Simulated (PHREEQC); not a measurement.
Consider water at 25 °C with 2.1e-05 mol Al2(SO4)3, 0.0012 mol MgSO4, 0.0011 mol H2SO4 and 0.0022 mol Na2SO4 per kg of water. Closed to the air; pH follows from the charge balance.

The numbers come from PHREEQC with the ion-association model, phreeqc.dat.

This is a speciation only: nothing precipitates in the calculation.

Predict the pH, specific conductance.

pH 2.79; specific conductance 1390 µS/cm.

In which forms is S present?

SO4-2 82 %, HSO4- 9.2 %, MgSO4 7.0 %, NaSO4- 1.1 %, AlSO4+ 0.7 % of the S.
